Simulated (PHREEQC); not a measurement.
Make-up at 25 °C: 0.0026 mol HBr, 0.00055 mol CuSO4 and 0.00027 mol MnSO4 per kg of water. Closed to the air; pH follows from the charge balance.

The numbers come from PHREEQC with the ion-association model, phreeqc.dat.

```json
[
 {"quantity": "pH", "before": "2.64", "after": "5.46"},
 {"quantity": "ionic strength (mol/kgw)", "before": "0.00544", "after": "0.00562"},
 {"quantity": "SO4-2 (mol/kgw)", "before": "0.000651", "after": "0.000753"},
 {"quantity": "Cu+2 (mol/kgw)", "before": "0.000513", "after": "0.000505"},
 {"quantity": "Mn+2 (mol/kgw)", "before": "0.000254", "after": "0.000252"},
 {"quantity": "HSO4- (mol/kgw)", "before": "0.000116", "after": "1.99e-7"}
]
```

Task: Name the change that produced these shifts.
(A) MnSO4 from 0.00027 to 0.0027 mol/kgw
(B) HBr replaced by NaBr at the same molality
(C) temperature from 25 to 75 °C
(D) CuSO4 from 0.00055 to 0.0011 mol/kgw
(E) 0.00045 mol/kgw Li2SO4 added

Result: B, HBr replaced by NaBr at the same molality

Precipitation was switched off in this run.
